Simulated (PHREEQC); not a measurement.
Consider water at 25 °C with 0.7 mol KOH, 7e-06 mol H4SiO4 and 9e-05 mol H3BO3 per kg of water. Closed to the air; pH follows from the charge balance.

The numbers come from PHREEQC with the ion-association model, phreeqc.dat.

No solid was allowed to form.

### Question
Predict the pH, activity of water.

### Answer
pH 13.63; activity of water 0.976.

### Question
In which forms is Si present?

### Answer
H2SiO4-2 90 %, H3SiO4- 10 % of the Si.

Complexes and solids missing from the database can't appear.
